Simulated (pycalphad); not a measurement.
# Effect of Sn content in Al-Sn-Si

Computed with pycalphad from the COST 507 light-alloy database (1999), at 1 atm. The database dates from 1999; later assessments differ in places, in temperatures and in the compounds included. Not assessed as a whole: an extrapolation from subsystems, which can miss ternary compounds. Amounts are mole fractions of atoms.

Question: One of these alloys has its liquidus at 864 K, its solidus at 502 K, and holds FCC_A1 0.90, DIAMOND_A4 0.10, LIQUID under 0.01 at 750 K. Which?
A. Al-1.043Sn-10.39Si (wt.%)
B. Al-5.897Sn-9.993Si (wt.%)
C. Al-7.744Sn-9.843Si (wt.%)

Answer: A, Al-1.043Sn-10.39Si (wt.%). The others: Al-5.897Sn-9.993Si (wt.%), liquidus 855, solidus 502; Al-7.744Sn-9.843Si (wt.%), liquidus 852, solidus 502

FCC_A1 is fcc; DIAMOND_A4 is diamond (Si).
